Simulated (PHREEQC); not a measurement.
# Brine

Solution (15 °C): 0.75 mol/kgw NaCl and 0.19 mol/kgw KCl. It is in equilibrium with CO2 at log p = -3.4 (atm). Otherwise closed; pH follows from the charge balance.

The numbers come from PHREEQC with the Pitzer model, pitzer.dat.

This is a speciation only: nothing precipitates in the calculation.

Predict the pH, osmotic coefficient.

pH 5.49; osmotic coefficient 0.920.

In which forms is C present?

CO2 82 %, HCO3- 18 % of the C.

Complexes and solids missing from the database can't appear.
